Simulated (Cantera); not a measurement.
## Equilibrium for chlorosilane synthesis and conversion: SiCl₄ + Cl₂ + H₂

A closed system holds: 1 mol SiCl₄, 0.54 mol Cl₂, 8.6 mol H₂, equilibrated at 1130 Torr.

These are equilibrium values from Cantera (NASA tables, ideal gas, pure condensed phases), not measurements of a reactor. Candidate condensed phases: Si; 19 gas species. The tables' values for SiCl₃ are old estimates; treat these amounts as uncertain. Rates play no part.

```
T (K)   x H₂  x HCl  x SiCl₄   x SiCl₂   x SiCl₃  x SiHCl₃
-----  -----  -----  -------  --------  --------  --------
523    0.795  0.107   0.0986    <1e-12    <1e-12   2.50e-6
623    0.795  0.107   0.0986    <1e-12  2.19e-10   3.40e-5
723    0.795  0.107   0.0984  1.57e-12   2.49e-8  0.000219
823    0.794  0.107   0.0977  6.94e-10   8.69e-7  0.000872
923    0.792  0.109   0.0961   7.72e-8   1.36e-5   0.00249
1023   0.789  0.112   0.0929   3.17e-6  0.000118   0.00553
1123   0.784  0.118   0.0877   6.10e-5  0.000656    0.0100
1223   0.776  0.126   0.0797  0.000638   0.00253    0.0151
1323   0.762  0.140   0.0678   0.00383   0.00689    0.0186
1423   0.739  0.164   0.0512    0.0134    0.0132    0.0179
1523   0.710  0.195   0.0328    0.0296    0.0180    0.0134
1623   0.683  0.224   0.0176    0.0475    0.0189   0.00832
1723   0.663  0.245  0.00818    0.0620    0.0164   0.00456
```
x: gas mole fraction; nothing condenses.

From 523 K to 1723 K nothing is condensed. The main Si-bearing gas is SiCl₄ at 523 K and SiCl₂ at 1723 K.
